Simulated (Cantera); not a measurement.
An isothermal, constant-pressure homogeneous reactor starts with CO : O₂ : H₂O : N₂ = 0.0081 : 0.0047 : 0.00055 : 1 (molar parts), at 973 K and 585 Torr.

Cantera simulation using GRI-Mech 3.0 (53 species, 325 reactions); the numbers are that mechanism's predictions, not measurements.

Task: Predict: x(CO) at 70.0 s; x(O₂) at 70.0 s; x(H₂O) at 70.0 s; x(NO₂) at 70.0 s; x(N₂O) at 70.0 s; x(NO) at 70.0 s.

Result: 
* **x(CO) at 70.0 s**: 4.34e-5 (gas-phase equilibrium 8.55e-12)
* **x(O₂) at 70.0 s**: 0.000665 (gas-phase equilibrium 0.000643)
* **x(H₂O) at 70.0 s**: 0.000544 (gas-phase equilibrium 0.000545)
* **x(NO₂) at 70.0 s**: 8.88e-9 (gas-phase equilibrium 4.58e-9)
* **x(N₂O) at 70.0 s**: 6.09e-7 (gas-phase equilibrium 1.20e-10)
* **x(NO) at 70.0 s**: 2.53e-8 (gas-phase equilibrium 1.44e-6)
